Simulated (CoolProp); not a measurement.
cis-2-butene along the isotherm 525 K: fugacity coefficient from the reference equation and from simpler models built on Tc = 435.8 K, pc = 4.236 MPa, ω = 0.202; each cubic takes its own stable root.

Values from CoolProp's reference Helmholtz-energy equation of state, Lemmon 2005. It is a short technical equation, of lower accuracy than the large ones.

```tsv
p (MPa)	phase	reference	van der Waals	Redlich-Kwong	Peng-Robinson
0.397	gas	0.9825	0.9825	0.9817	0.9805
0.794	gas	0.9652	0.9652	0.9636	0.9613
1.19	gas	0.9481	0.9479	0.9458	0.9425
1.59	gas	0.9311	0.9306	0.9280	0.9238
1.99	gas	0.9142	0.9133	0.9104	0.9055
2.38	gas	0.8980	0.8965	0.8935	0.8880
2.78	gas	0.8815	0.8794	0.8763	0.8704
3.18	gas	0.8652	0.8624	0.8593	0.8531
3.57	gas	0.8495	0.8458	0.8430	0.8366
3.97	gas	0.8337	0.8288	0.8264	0.8200
4.37	supercritical	0.8180	0.8119	0.8101	0.8037
4.77	supercritical	0.8026	0.7951	0.7940	0.7878
5.16	supercritical	0.7878	0.7787	0.7786	0.7726
5.56	supercritical	0.7728	0.7619	0.7629	0.7574
5.96	supercritical	0.7581	0.7452	0.7476	0.7426
6.35	supercritical	0.7440	0.7290	0.7329	0.7285
```
